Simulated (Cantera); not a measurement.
Charge: 1 mol NH₃, 0.055 mol H₂, equilibrated at 100000 Pa.

Method: chemical equilibrium by Gibbs-energy minimisation in Cantera with the NASA 1993 tables (ideal gas, pure condensed phases). Rates play no part. All values below are at 927 °C.

Base state: H₂ 0.757, N₂ 0.243, NH₃ 6.21e-5 (mole fractions); condensed: gas only.

**Question.** What changes in the equilibrium state with this change: NH₃ replaced by CS₂?

**Answer.** 
| species | before | after |
|---|---|---|
| CS₂ | 0 | 0.818 |
| S₂ | 0 | 0.129 |
| H₂S | 0 | 0.0474 |
| H₂ | 0.757 | 0.00592 |
| N₂ | 0.243 | 0 |
| SH | 0 | 0.000101 |
| NH₃ | 6.21e-5 | 0 |
| C(graphite), mol | 0 | 0.157 |
Gases not in the tables: S₃ to S₇. Further candidate phases: C, C₆H₆, C₇H₈, C₈H₁₈, S.
